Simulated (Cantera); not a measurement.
# Ammonia decomposition in nitride growth gas

An isothermal, constant-pressure homogeneous reactor starts with NH₃ : N₂ = 4 : 4.1 (molar parts), at 1573 K and 140000 Pa.

Detailed kinetics in Cantera: the gas-phase N/H chemistry of the illustrative SiF4/NH3 mechanism in the Surface Chemkin manual (1991). Walls and surfaces, which speed up NH3 decomposition in real reactors, are not modelled.

| t (s) | x NH₃ | x H₂ | x N₂H₄ | x N | x N₂H₂ | x N₂ |
|---|---|---|---|---|---|---|
| 0.000200 | 0.494 | 3.87e-6 | 3.18e-9 | <1e-12 | 3.31e-9 | 0.506 |
| 0.000726 | 0.494 | 1.65e-5 | 3.92e-8 | 7.63e-12 | 4.65e-8 | 0.506 |
| 0.00263 | 0.494 | 0.000118 | 1.84e-7 | 4.18e-11 | 2.34e-7 | 0.506 |
| 0.00955 | 0.493 | 0.000630 | 2.02e-7 | 1.23e-10 | 2.59e-7 | 0.506 |
| 0.0346 | 0.491 | 0.00249 | 1.98e-7 | 3.97e-10 | 2.56e-7 | 0.506 |
| 0.126 | 0.485 | 0.00910 | 1.88e-7 | 1.26e-9 | 2.48e-7 | 0.506 |
| 0.456 | 0.462 | 0.0315 | 1.64e-7 | 2.91e-9 | 2.22e-7 | 0.506 |
| 1.65 | 0.398 | 0.0962 | 1.18e-7 | 3.91e-9 | 1.57e-7 | 0.506 |
| 6.00 | 0.271 | 0.224 | 5.40e-8 | 3.13e-9 | 6.70e-8 | 0.505 |
x: mole fraction; the columns are a selection and need not sum to one.

Equilibrium at this temperature and pressure: NH₃ 1.72e-5, H₂ 0.496, N₂H₄ <1e-12, N <1e-12, N₂H₂ <1e-12, N₂ 0.504 (gas phase only).
